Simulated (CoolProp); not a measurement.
A single-stage vapour-compression cycle with propylene: evaporating at 249.15 K (dew point), condensing at 287.15 K (bubble point), superheat 0 K, subcooling 2 K, compressor efficiency 0.9, no pressure losses. Each further row changes one setting.

Model: reference Helmholtz-energy equation of state, Lemmon 2013, in CoolProp.

| case | cooling COP | pressure ratio | discharge temperature (K) | refrigerating effect (kJ/kg) | volumetric capacity (kJ/m³) |
|---|---|---|---|---|---|
| as stated | 5.05 | 3.28 | 302.8 | 324 | 1880 |
| evaporating temperature 254.15 K | 6.05 | 2.74 | 300.2 | 329 | 2260 |
| condensing temperature 282.15 K | 5.97 | 2.86 | 296.3 | 337 | 1950 |
| subcooling 7 K | 5.25 | 3.28 | 302.8 | 337 | 1950 |
| superheat 10 K | 5.03 | 3.28 | 312.9 | 339 | 1870 |
| compressor efficiency 0.8 | 4.49 | 3.28 | 307.3 | 324 | 1880 |
